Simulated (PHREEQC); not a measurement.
A made-up water analysis in mg/L, 20 °C, pH 2.04, pe 9.7: Na 225; K 0.801; Ca 96; Mg 39.4; Cl 235; S(6) as SO4 1750; Al 77.2; F 1.2; Cd 2.98; Cu(2) 5.

Valence states are taken as typed.

The numbers come from PHREEQC with the ion-association model, phreeqc.dat.

```
quantity                    before     after
-------------------------  -------  --------
ionic strength (mol/kgw)    0.0444    0.0377
SO4-2 (mol/kgw)            0.00969   0.00513
HSO4- (mol/kgw)            0.00447   0.00918
AlSO4+ (mol/kgw)           0.00203   0.00206
Ca+2 (mol/kgw)             0.00170   0.00181
Mg+2 (mol/kgw)             0.00110  0.000897
SI of Gypsum (CaSO4:2H2O)    -0.83     -0.97
SI of Halite (NaCl)          -5.93     -5.97
```

### Question
Name the change that produced these shifts.
A. Na from 225 to 675 mg/L
B. all concentrations times 3 at the same typed pH
C. temperature from 20 to 75 °C at the same typed pH

### Answer
C, temperature from 20 to 75 °C at the same typed pH

This is a speciation only: nothing precipitates in the calculation. At this temperature some constants are extrapolated from 25 °C, and those without enthalpy data are left unchanged. Fluoro complexes past AlF4- and FeF3 are missing from the database.
